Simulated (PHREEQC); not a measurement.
Dissolve 94 mmol/kgw NH4HCO3, 18 mmol/kgw TMAH, 18 mmol/kgw NH4HS and 11 mmol/kgw NaCl at 75 °C. Closed to the air; pH follows from the charge balance.

All values are PHREEQC results (ion-association model, phreeqc.dat), not measurements.

Task: The ionic strength comes out as 0.118 mol/kgw. What activity coefficients do HS-, CO3-2, Na+, NH4+, HCO3- get?

Result: HS- 0.73, CO3-2 0.33, Na+ 0.76, NH4+ 0.71, HCO3- 0.76.

This is a speciation only: nothing precipitates in the calculation. Carbamate, which ammonia and carbonate form, is missing from the database. (CH3)4N+ isn't in the database: it is added as a free cation with an ion size of 4 Å. At this temperature some constants are extrapolated from 25 °C, and those without enthalpy data are left unchanged.
